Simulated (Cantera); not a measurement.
What does this Cantera script print?

```python
import numpy as np
import cantera as ct

gas_names = """
    B BH BH2 BH3 BO BO2 B2 B2O B2O2 B2O3 B3O3H3 H HBO HBO2 HO2 H2 H2O H2O2 H3B3O6 O OH O2 O3
""".split()
cond_names = """
    B(b) B(L) B2O3(L) B3O3H3(cr) H2O(s) H2O(L)
""".split()


def load(file, names, dense=False):
    # The tables refer to 1 bar. Condensed volumes are neglected.
    table = {s.name: s for s in ct.Species.list_from_file(file)}
    out = []
    for n in names:
        d = dict(table[n].input_data)
        d["thermo"] = dict(d["thermo"], **{"reference-pressure": 1e5})
        if dense:
            d["equation-of-state"] = {"model": "constant-volume", "density": "1e6 g/cm^3"}
        out.append(ct.Species.from_dict(d))
    return out


gas = ct.Solution(thermo="ideal-gas", species=load("nasa_gas.yaml", gas_names))
cond = {s.name: ct.Solution(thermo="fixed-stoichiometry", species=[s], name=s.name)
        for s in load("nasa_condensed.yaml", cond_names, dense=True)}
atoms = {
    'B2H6': {'B': 2, 'H': 6},
    'O2': {'O': 2},
    'H2O': {'H': 2, 'O': 1},
}
top_T = {}  # K; cautious upper limits of use, not melting points


def equilibrate(T, P, feed):
    n = {}
    for name, mol in feed.items():
        for a, k in atoms[name].items():
            n[a] = n.get(a, 0.0) + k * mol
    gas.TPX = T, P, n
    mass = sum(n.values()) * gas.mean_molecular_weight
    gas.equilibrate("TP")
    valid = [c for c in cond.values() if c.min_temp <= T <= top_T.get(c.name, c.max_temp)]
    mix = ct.Mixture([(gas, mass / gas.mean_molecular_weight)] + [(c, 0.0) for c in valid])
    mix.T, mix.P = T, P
    mix.equilibrate("TP", solver="vcs", rtol=1e-11, max_steps=5000)
    return mix


results = []
feed = {'B2H6': 1, 'O2': 8.2, 'H2O': 0.21}  # mol
P = 29  # Pa
for T in [873, 1073, 1273, 1473, 1673, 1873, 2073, 2273, 2473]:
    mix = equilibrate(T, P, feed)
    results.append((T, P, feed, dict(zip(mix.species_names, mix.species_moles))))

top = {s: max(r[3][s] / sum(r[3][g] for g in gas_names) for r in results) for s in gas_names}
cols = sorted((s for s in top if top[s] > 1e-06), key=lambda s: -top[s])[:6]
seen = [c for c in cond_names if any(r[3].get(c, 0) > 1e-12 for r in results)]
print("log10 of partial pressures in bar; condensed amounts in mol")
print(f"{'T/K':>10s}" + "".join(f"{s[:9]:>10s}" for s in cols + seen))
for T, P, feed, n in results:
    ng = sum(n[g] for g in gas_names)
    print(f"{T:10.4g}" + "".join(f"{np.log10(max(n[s] / ng * P / 1e5, 1e-99)):10.3f}" for s in cols)
          + "".join(f"{n.get(c, 0):10.4g}" for c in seen))
```

It prints:

```
log10 of partial pressures in bar; condensed amounts in mol
       T/K        O2       H2O         O         H      HBO2        OH   B2O3(L)
       873    -3.746    -3.956   -13.595   -17.341    -7.893   -10.419    0.9969
      1073    -3.747    -3.959   -10.779   -13.485    -5.944    -8.609    0.9825
      1273    -3.763    -4.019    -8.850   -10.853    -4.665    -7.399    0.6713
      1473    -3.796    -4.157    -7.452    -8.969    -4.236    -6.568         0
      1673    -3.799    -4.154    -6.375    -7.481    -4.258    -5.877         0
      1873    -3.811    -4.160    -5.532    -6.310    -4.297    -5.341         0
      2073    -3.850    -4.208    -4.865    -5.376    -4.379    -4.936         0
      2273    -3.961    -4.399    -4.353    -4.660    -4.574    -4.699         0
      2473    -4.218    -4.977    -4.006    -4.228    -5.079    -4.750         0
```

These are equilibrium values from Cantera (NASA tables, ideal gas, pure condensed phases), not measurements of a reactor. The feed counts by its element totals alone. Gases not in the tables: H3BO3.
